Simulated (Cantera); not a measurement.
Feed: 1 mol Si, 2.4 mol SF6, 63 mol N2, held at 1052 °C and 260 Pa.

These are equilibrium values from Cantera (NASA tables, ideal gas, pure condensed phases), not measurements of a reactor. Candidate condensed phases: S, Si, Si3N4; 29 gas species. The tables' values for SF3 are old estimates; treat these amounts as uncertain. Kinetics and transport are ignored.

Base state: N2 0.934, SF4 0.0322, F 0.0154, SiF4 0.0148, SF3 0.00160, SF2 0.00140, SF6 0.000411 (mole fractions); condensed: gas only.

Question: What changes in the equilibrium state with this change: pressure from 260 Pa to 1000 Pa?

Answer: 
```csv
species,before,after
N2,0.934,0.940
SF4,0.0322,0.0327
SiF4,0.0148,0.0149
F,0.0154,0.00901
SF6,0.000411,0.00210
SF2,0.00140,0.000283
SF5,6.68e-6,1.52e-5
SF3,0.00160,0.000726
```
The tables' values for SF3, SF5 are old estimates; treat these amounts as uncertain.
